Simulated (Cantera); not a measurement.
Feed: 1 mol TiO2, 1.4 mol MgCl2, 0.55 mol O2, at 263 Torr.

Method: chemical equilibrium by Gibbs-energy minimisation in Cantera with the NASA 1993 tables (ideal gas, pure condensed phases). Candidate condensed phases: Mg, MgCl2, MgO, MgTiO3, MgTi2O5, Mg2TiO4, Ti, TiCl2, TiCl3, TiCl4, TiO, TiO2, Ti2O3, Ti3O5, Ti4O7; 20 gas species. Condensed phases not in the tables: alloys, solid solutions and most ternary compounds. Kinetics and transport are ignored. All values below are at 2000 K.

Base state: MgCl2 0.440, Cl 0.338, O2 0.147, Cl2 0.0733, ClO 0.00115, TiCl4 0.000555, O 0.000433, TiOCl2 0.000186 (mole fractions); condensed: MgTi2O5(l).

What changes in the equilibrium state with this change: pressure from 263 Torr to 750 Torr?


```tsv
species	before	after
MgCl2	0.440	0.462
Cl	0.338	0.258
O2	0.147	0.155
Cl2	0.0733	0.122
TiCl4	0.000555	0.00141
O	0.000433	0.000263
ClO	0.00115	0.00153
TiCl3	2.20e-5	2.55e-5
TiOCl2	0.000186	0.000172
MgTi2O5(l), mol	0.499	0.498
```

What changes in the equilibrium state with this change: pressure from 263 Torr to 3450 Torr?


```
species            before     after
---------------  --------  --------
MgCl2               0.440     0.491
Cl2                0.0733     0.189
O2                  0.147     0.165
Cl                  0.338     0.150
TiCl4            0.000555   0.00256
O                0.000433  0.000127
TiOCl2           0.000186   9.72e-5
ClO               0.00115   0.00197
TiCl3             2.20e-5   1.74e-5
MgTi2O5(l), mol     0.499     0.498
```
